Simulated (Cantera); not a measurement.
**Ignition delay**

Mixture: CH₄ : O₂ : N₂ : H₂O = 1 : 3.77 : 14.2 : 0.055 (molar parts), equivalence ratio 0.53, at 0.510 bar, adiabatic and at constant volume. Ignition delay is the time to a rise of 400 K.

Model: GRI-Mech 3.0 (53 species, 325 reactions), integrated in Cantera.

```tsv
T0 (K)	delay (ms)
1025	985
1075	409
1125	178
1175	80.9
1225	38.6
1275	19.3
1325	10.1
```

* **apparent activation energy between 1225 and 1325 K**: 180 kJ/mol
